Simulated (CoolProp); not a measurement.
A single-stage vapour-compression cycle with the fluid: evaporating at 242.15 K (dew point), condensing at 293.15 K (bubble point), superheat 2 K, subcooling 0 K, compressor efficiency 0.65, no pressure losses. The same conditions are run with several fluids, on thermodynamics alone (safety and materials aside).

Values from CoolProp's reference Helmholtz-energy equation of state of each fluid (sulfur hexafluoride: Guder 2009; ethane: Bücker 2006; R1336mzz(E): Akasaka 2023; hydrogen chloride: Thol 2018; R1233zd(E): Akasaka 2022; c-C4F8 (RC318): Platzer 1990). The equations of Platzer and Polt are older, rougher fits.

**Question.** Rank sulfur hexafluoride, ethane, R1336mzz(E), hydrogen chloride, R1233zd(E), c-C4F8 (RC318) by cooling COP, highest first.

**Answer.** R1233zd(E) (2.57), R1336mzz(E) (2.38), c-C4F8 (RC318) (2.20), hydrogen chloride (2.17), sulfur hexafluoride (1.86), ethane (1.83)

```json
[
 {"fluid": "sulfur hexafluoride", "pressure ratio": "4.41", "discharge temperature (K)": "306.3", "refrigerating effect (kJ/kg)": "51.8", "volumetric capacity (kJ/m³)": "2000"},
 {"fluid": "ethane", "pressure ratio": "3.65", "discharge temperature (K)": "334.6", "refrigerating effect (kJ/kg)": "219", "volumetric capacity (kJ/m³)": "4010"},
 {"fluid": "R1336mzz(E)", "pressure ratio": "10.6", "discharge temperature (K)": "307.6", "refrigerating effect (kJ/kg)": "112", "volumetric capacity (kJ/m³)": "139"},
 {"fluid": "hydrogen chloride", "pressure ratio": "4.05", "discharge temperature (K)": "406.2", "refrigerating effect (kJ/kg)": "274", "volumetric capacity (kJ/m³)": "5920"},
 {"fluid": "R1233zd(E)", "pressure ratio": "10.8", "discharge temperature (K)": "329.0", "refrigerating effect (kJ/kg)": "160", "volumetric capacity (kJ/m³)": "105"},
 {"fluid": "c-C4F8 (RC318)", "pressure ratio": "8.42", "discharge temperature (K)": "293.8", "refrigerating effect (kJ/kg)": "73.6", "volumetric capacity (kJ/m³)": "233"}
]
```
